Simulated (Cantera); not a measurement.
**Adiabatic ignition**

An adiabatic, constant-volume homogeneous reactor starts with CH4 : O2 : N2 = 1 : 5.26 : 19.8 (molar parts), equivalence ratio 0.38, at 1325 K and 1130 Torr.

Cantera simulation using GRI-Mech 3.0 (53 species, 325 reactions); the numbers are that mechanism's predictions, not measurements.

```csv
t (s),T (K),P (bar),x CH4,x O2,x C2H4,x C2H6,x C2H,x NO,x O
1.00e-6,1325,1.50,0.0384,0.202,<1e-12,<1e-12,<1e-12,<1e-12,5.21e-11
3.11e-6,1325,1.50,0.0384,0.202,<1e-12,<1e-12,<1e-12,<1e-12,1.39e-10
9.69e-6,1325,1.50,0.0384,0.202,<1e-12,<1e-12,<1e-12,<1e-12,2.07e-10
3.01e-5,1325,1.50,0.0384,0.202,<1e-12,1.58e-11,<1e-12,<1e-12,3.85e-10
9.38e-5,1325,1.50,0.0384,0.202,3.44e-11,6.12e-10,<1e-12,<1e-12,1.08e-9
0.000292,1325,1.50,0.0384,0.202,2.33e-9,4.03e-8,<1e-12,<1e-12,5.09e-9
0.000909,1325,1.50,0.0383,0.202,3.97e-7,6.34e-6,<1e-12,<1e-12,4.01e-8
0.00283,1335,1.51,0.0369,0.201,4.16e-5,0.000258,<1e-12,<1e-12,3.44e-7
0.00880,2320,2.63,<1e-12,0.123,<1e-12,<1e-12,<1e-12,0.00123,0.00121
0.0274,2312,2.62,<1e-12,0.121,<1e-12,<1e-12,<1e-12,0.00473,0.00115
0.0853,2299,2.61,<1e-12,0.119,<1e-12,<1e-12,<1e-12,0.00967,0.00106
0.265,2295,2.60,<1e-12,0.118,<1e-12,<1e-12,<1e-12,0.0114,0.00103
0.826,2295,2.60,<1e-12,0.118,<1e-12,<1e-12,<1e-12,0.0114,0.00103
2.57,2295,2.60,<1e-12,0.118,<1e-12,<1e-12,<1e-12,0.0114,0.00103
8.00,2295,2.60,<1e-12,0.118,<1e-12,<1e-12,<1e-12,0.0114,0.00103
```
x: mole fraction; the columns are a selection and need not sum to one.

The time of steepest temperature rise is 3.77 ms and the temperature at 8.00 s comes out as 2295 K. The equilibrium temperature is 2295 K and the x(CH4) at 8.00 s comes out as <1e-12 (gas-phase equilibrium <1e-12). The x(O2) at 8.00 s is 0.118 (gas-phase equilibrium 0.118) and the x(C2H4) at 8.00 s comes out as <1e-12 (gas-phase equilibrium <1e-12).
